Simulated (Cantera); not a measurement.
Input: 1 mol BCl3, 0.2 mol H2O, 5.2 mol H2, at 1575 K and 1.33 mbar.

Method: chemical equilibrium by Gibbs-energy minimisation in Cantera with the NASA 1993 tables (ideal gas, pure condensed phases). Candidate condensed phases: B, B2O3, B3O3H3, H2O; 33 gas species. The tables' values for BOCl, BCl, BCl2, BH2 are old estimates; treat these amounts as uncertain. Gases not in the tables: BHCl2. The numbers say what is thermodynamically allowed, not how fast it happens.

Base state: H2 0.576, HCl 0.376, HBO 0.0133, BOCl 0.0108, BCl3 0.00978, BCl 0.00760, BCl2 0.00202, B2O2 0.00189 (mole fractions); condensed: B(s).

Task: What changes in the equilibrium state with this change: pressure from 1.33 mbar to 58.0 mbar?

Result: 
```json
[
 {"species": "H2", "before": "0.576", "after": "0.622"},
 {"species": "HCl", "before": "0.376", "after": "0.317"},
 {"species": "BCl3", "before": "0.00978", "after": "0.0346"},
 {"species": "BOCl", "before": "0.0108", "after": "0.00793"},
 {"species": "HBO", "before": "0.0133", "after": "0.0124"},
 {"species": "B3O3H3", "before": "6.13e-8", "after": "9.51e-5"},
 {"species": "B3O3Cl3", "before": "1.98e-6", "after": "0.00147"},
 {"species": "Cl", "before": "0.000448", "after": "5.52e-5"},
 {"species": "BCl", "before": "0.00760", "after": "0.000936"},
 {"species": "B(s), mol", "before": "0.665", "after": "0.550"}
]
```
The tables' values for BOCl, BCl2, BCl, BH2 are old estimates; treat these amounts as uncertain.
